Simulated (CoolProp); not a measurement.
Properties of C3F8 (R218) along the isobar 29 bar (Tc = 345.0 K, pc = 26.40 bar, ω = 0.317).

Model: reference Helmholtz-energy equation of state, Lemmon 2006, in CoolProp. It is a short technical equation, of lower accuracy than the large ones.

```
T (K)          phase  density (kg/m³)  cp (kJ/(kg K))  cv (kJ/(kg K))  isothermal compressibility (1/MPa)  viscosity (µPa s)
-----  -------------  ---------------  --------------  --------------  ----------------------------------  -----------------
223.9         liquid       (withheld)          0.9420          0.6641                            0.002262                569
247.9         liquid             1581          0.9916          0.7057                            0.003338                384
271.9         liquid             1482           1.049          0.7465                            0.005292                268
295.9         liquid             1367           1.124          0.7877                            0.009519                189
319.9         liquid             1220           1.251          0.8319                             0.02257         (withheld)
343.9         liquid            944.9           1.998          0.8990                              0.2061               70.5
368    supercritical            293.7           1.310          0.9098                              0.6639               21.2
392    supercritical            229.9           1.108          0.9110                              0.4957               20.1
416    supercritical            197.5      (withheld)          0.9259                              0.4383               20.3
440    supercritical            176.2           1.056          0.9444                              0.4085               20.8
```

Complete the blanks.


- 223.9, density (kg/m³): 1670
- 319.9, viscosity (µPa s): 129
- 416, cp (kJ/(kg K)): 1.065

Viscosity comes from a separate model (Huber 2003), an estimate that may be off by 10 % or more.
